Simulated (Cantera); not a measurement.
Input: 1 mol AlN, 27 mol Cl2, 58 mol H2, at 100000 Pa.

Cantera equilibrium calculation (NASA polynomials, part measured and part estimated; ideal gas, pure solids and liquids). Candidate condensed phases: Al, AlCl3, AlN, NH4Cl; 20 gas species. The tables' values for AlCl2 are old estimates; treat these amounts as uncertain. Rates play no part. All values below are at 1548 K.

Base state: HCl 0.600, H2 0.382, AlCl3 0.0117, N2 0.00588, AlCl2 4.31e-5, Cl 2.39e-5, H 1.90e-5 (mole fractions); condensed: gas only.

Q: What changes in the equilibrium state with this change: H2 from 58 to 0.41 mol?

A: 
| species | before | after |
|---|---|---|
| Cl2 | 8.92e-8 | 0.845 |
| Cl | 2.39e-5 | 0.0735 |
| AlCl3 | 0.0117 | 0.0351 |
| HCl | 0.600 | 0.0288 |
| H2 | 0.382 | <1e-9 |
| N2 | 0.00588 | 0.0176 |
| H | 1.90e-5 | <1e-9 |
| AlCl2 | 4.31e-5 | 4.19e-8 |
